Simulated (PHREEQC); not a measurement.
A solution holds 0.0068 mol H3BO3, 0.082 mol Na2SO4 and 0.0018 mol LiCl per kg of water, at 25 °C. Closed to the air; pH follows from the charge balance.

Model: ion-association model, phreeqc.dat, run in PHREEQC.

This is a speciation only: nothing precipitates in the calculation.

Question: Order these S species by the share of S that they hold, largest first: LiSO4-, SO4-2, NaSO4-.

Answer: SO4-2 (82 %), NaSO4- (18 %), LiSO4- (0.17 %)

The pH is 5.92 and the ionic strength 0.219 mol/kgw.
